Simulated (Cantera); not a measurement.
Cantera with NASA thermochemical tables; ideal gases at 1 bar, condensed phases pure. Values are per mole of reaction as written; species without (g) are pure solids or liquids, kept so even where they would boil at 1 bar.

2 H(g) + Cl2(g) = 2 HCl(g), with ΔH° = -620.6 kJ and ΔS° = -78.8 J/K at 300 K.

### Question
How far is the shortcut ΔG° ≈ ΔH°(300 K) − T·ΔS°(300 K) from the full temperature-dependent value at 1600, 1700, 1800, 1900, 2000, 2100 K?

### Answer
```csv
T (K),shortcut (kJ),full (kJ),difference (kJ),difference in log10 K
1600,-494.5,-470.0,-24.5,0.80
1700,-486.7,-459.3,-27.4,0.84
1800,-478.8,-448.5,-30.2,0.88
1900,-470.9,-437.7,-33.2,0.91
2000,-463.0,-426.8,-36.2,0.95
2100,-455.1,-415.9,-39.2,0.98
```
The shortcut ignores the heat-capacity change of the reaction.
